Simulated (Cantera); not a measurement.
A closed system holds: 1 mol Si, 2.3 mol CO2, 490 mol H2, 0.88 mol O2, equilibrated at 1300 K and 0.100 bar.

These are equilibrium values from Cantera (NASA tables, ideal gas, pure condensed phases), not measurements of a reactor. Candidate condensed phases: C, C6H6, C7H8, C8H18, H2O, Si, SiC, SiO2; 123 gas species. The tables hold silica as quartz up to 1696 K and as liquid above; real silica turns to tridymite and cristobalite and melts near 1996 K. The numbers say what is thermodynamically allowed, not how fast it happens.

Base state: H2 0.991, CO 0.00466, H2O 0.00417, CO2 1.11e-5 (mole fractions); condensed: SiO2(β-quartz).

What changes in the equilibrium state with this change: O2 from 0.88 to 0.088 mol?


```json
[
 {"species": "H2", "before": "0.991", "after": "0.994"},
 {"species": "CO", "before": "0.00466", "after": "0.00467"},
 {"species": "H2O", "before": "0.00417", "after": "0.000968"},
 {"species": "CO2", "before": "1.11e-5", "after": "2.58e-6"},
 {"species": "SiO2(β-quartz), mol", "before": "1.000", "after": "1.000"}
]
```

What changes in the equilibrium state with this change: O2 from 0.88 to 0.0017 mol?


| species | before | after |
|---|---|---|
| H2 | 0.991 | 0.995 |
| CO | 0.00466 | 0.00467 |
| H2O | 0.00417 | 0.000620 |
| CO2 | 1.11e-5 | 1.65e-6 |
| SiO2(β-quartz), mol | 1.000 | 1.000 |
